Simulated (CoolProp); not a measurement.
The fluid at 298.15 K and 0.0126 MPa is throttled through a valve to 0.005 MPa with no heat exchange. The same conditions are run with several fluids, on thermodynamics alone (safety and materials aside).

Values from CoolProp's reference Helmholtz-energy equation of state of each fluid (methanol: de Reuck 1993; R152A: Outcalt 1996; isobutene: Lemmon 2005; R245ca: Zhou 2016; R142b: Lemmon 2006).

| fluid | temperature change (K) | final density (kg/m³) |
|---|---|---|
| methanol | -5.3 | 0.0661 |
| R152A | -0.2 | 0.133 |
| isobutene | -0.2 | 0.113 |
| R245ca | -0.2 | 0.271 |
| R142b | -0.2 | 0.203 |
